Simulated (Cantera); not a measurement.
What does this Cantera script print?

```python
import numpy as np
import cantera as ct

gas = ct.Solution("SiF4_NH3_mec.yaml", "gas")
gas.TPX = 1523, 93000, {'NH3': 1, 'N2': 6.8}
reactor = ct.IdealGasConstPressureReactor(gas, energy="off", clone=False)
net = ct.ReactorNet([reactor])
net.rtol, net.atol = 1e-08, 1e-18
show = ['NH3', 'H', 'NH', 'N', 'N2']
times = np.geomspace(2e-05, 2, 9)

steps = ct.SolutionArray(gas, extra=["t"])
rows = []
print(f"{'t/s':>10s}{'T/K':>9s}{'P/Pa':>11s}" + "".join(f"{s:>11s}" for s in show))
for t in times:
    while net.time < t:
        t_next = net.step()
        steps.append(gas.state, t=t_next)
    rows.append([np.interp(t, steps.t, y) for y in (steps.T, steps.P, *steps(*show).X.T)])
    print(f"{t:10.3e}{rows[-1][0]:9.1f}{rows[-1][1]:11.4g}" + "".join(f"{x:11.3e}" for x in rows[-1][2:]))
rate = np.gradient(steps.T, steps.t)
print("integrator steps:", len(steps.t))
if steps.T.max() > steps.T[0] + 200:
    print(f"time of steepest temperature rise: {steps.t[rate.argmax()]:.4e} s")
gas.TPX = 1523, 93000, {'NH3': 1, 'N2': 6.8}
gas.equilibrate("TP")
print(f"equilibrium (TP): T = {gas.T:.1f} K  " + "  ".join(f"{s} {gas[s].X[0]:.3e}" for s in show))
```

It prints:

```
       t/s      T/K       P/Pa        NH3          H         NH          N         N2
 2.000e-05   1523.0    9.3e+04  1.282e-01  1.566e-09  1.376e-13  9.855e-19  8.718e-01
 8.434e-05   1523.0    9.3e+04  1.282e-01  1.566e-09  3.644e-12  1.061e-16  8.718e-01
 3.557e-04   1523.0    9.3e+04  1.282e-01  1.573e-09  1.219e-10  1.403e-14  8.718e-01
 1.500e-03   1523.0    9.3e+04  1.282e-01  1.737e-09  3.098e-09  1.091e-12  8.718e-01
 6.325e-03   1523.0    9.3e+04  1.282e-01  4.716e-09  3.185e-08  1.326e-11  8.718e-01
 2.667e-02   1523.0    9.3e+04  1.281e-01  2.182e-08  6.417e-08  7.906e-11  8.717e-01
 1.125e-01   1523.0    9.3e+04  1.275e-01  8.231e-08  7.229e-08  3.241e-10  8.716e-01
 4.743e-01   1523.0    9.3e+04  1.252e-01  3.183e-07  9.140e-08  1.356e-09  8.708e-01
 2.000e+00   1523.0    9.3e+04  1.167e-01  1.141e-06  1.053e-07  3.455e-09  8.680e-01
integrator steps: 658
equilibrium (TP): T = 1523.0 K  NH3 3.400e-06  H 9.960e-06  NH 2.367e-12  N 1.021e-13  N2 8.295e-01
```

Computed with Cantera and the gas-phase N/H chemistry of the illustrative SiF4/NH3 mechanism in the Surface Chemkin manual (1991). Walls and surfaces, which speed up NH3 decomposition in real reactors, are not modelled.
